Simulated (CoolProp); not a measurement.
Properties of acetone along the isotherm 550 K.

The numbers come from the reference Helmholtz-energy equation of state, Lemmon 2006 in CoolProp. It is a short technical equation, of lower accuracy than the large ones.

```csv
p (MPa),phase,Joule-Thomson coefficient (K/MPa),expansivity (1/kK)
0.0742,gas,8.827,1.849
0.116,gas,8.841,1.866
0.18,gas,…,1.893
0.28,gas,…,1.936
0.436,gas,…,2.006
0.679,gas,9.038,2.122
1.06,gas,9.176,2.322
1.65,gas,9.400,2.686
2.56,gas,9.761,3.421
3.99,gas,10.33,5.321
6.22,supercritical,…,14.09
9.68,supercritical,…,10.08
15.1,supercritical,0.8975,4.146
23.5,supercritical,0.2854,…
```

Q: What belongs in the gaps?

A: 
- 0.18, Joule-Thomson coefficient (K/MPa): 8.863
- 0.28, Joule-Thomson coefficient (K/MPa): 8.897
- 0.436, Joule-Thomson coefficient (K/MPa): 8.952
- 6.22, Joule-Thomson coefficient (K/MPa): 10.61
- 9.68, Joule-Thomson coefficient (K/MPa): 3.043
- 23.5, expansivity (1/kK): 2.577
